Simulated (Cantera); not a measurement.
A Cantera script and what it prints.

```python
import numpy as np
import cantera as ct

gas_names = """
    Br Br2 H HBr H2 Si SiBr SiBr2 SiBr3 SiBr4 SiH SiHBr3 SiH2 SiH2Br2 SiH3 SiH3Br SiH4 Si2 Si3
""".split()
cond_names = """
    Br2(cr) Br2(L) Si(cr) Si(L)
""".split()


def load(file, names, dense=False):
    # The tables refer to 1 bar. Condensed volumes are neglected.
    table = {s.name: s for s in ct.Species.list_from_file(file)}
    out = []
    for n in names:
        d = dict(table[n].input_data)
        d["thermo"] = dict(d["thermo"], **{"reference-pressure": 1e5})
        if dense:
            d["equation-of-state"] = {"model": "constant-volume", "density": "1e6 g/cm^3"}
        out.append(ct.Species.from_dict(d))
    return out


gas = ct.Solution(thermo="ideal-gas", species=load("nasa_gas.yaml", gas_names))
cond = {s.name: ct.Solution(thermo="fixed-stoichiometry", species=[s], name=s.name)
        for s in load("nasa_condensed.yaml", cond_names, dense=True)}
atoms = {
    'Si': {'Si': 1},
    'HBr': {'H': 1, 'Br': 1},
}
top_T = {}  # K; cautious upper limits of use, not melting points


def equilibrate(T, P, feed):
    n = {}
    for name, mol in feed.items():
        for a, k in atoms[name].items():
            n[a] = n.get(a, 0.0) + k * mol
    gas.TPX = T, P, n
    mass = sum(n.values()) * gas.mean_molecular_weight
    gas.equilibrate("TP")
    valid = [c for c in cond.values() if c.min_temp <= T <= top_T.get(c.name, c.max_temp)]
    mix = ct.Mixture([(gas, mass / gas.mean_molecular_weight)] + [(c, 0.0) for c in valid])
    mix.T, mix.P = T, P
    mix.equilibrate("TP", solver="vcs", rtol=1e-11, max_steps=5000)
    return mix


results = []
feed = {'Si': 1, 'HBr': 4.8}  # mol
T = 750  # K
P = 920  # Pa
mix = equilibrate(T, P, feed)
results.append((T, P, feed, dict(zip(mix.species_names, mix.species_moles))))
x = sorted(zip(gas.X, gas.species_names), reverse=True)
print(f"T = {T:g} K  P = {P:g} Pa  gas = {mix.phase_moles(0):.4g} mol")
print("   x: " + "  ".join(f"{s} {v:.3e}" for v, s in x if v > 0.001))
print("   condensed (mol): " + ("  ".join(f"{mix.phase(i).name} {mix.phase_moles(i):.4g}"
      for i in range(1, mix.n_phases) if mix.phase_moles(i) > 1e-12) or "none"))
```

It prints:

```
T = 750 K  P = 920 Pa  gas = 3.8 mol
   x: H2 5.262e-01  SiBr4 2.630e-01  HBr 2.107e-01
   condensed (mol): none
```

Method: chemical equilibrium by Gibbs-energy minimisation in Cantera with the NASA 1993 tables (ideal gas, pure condensed phases).
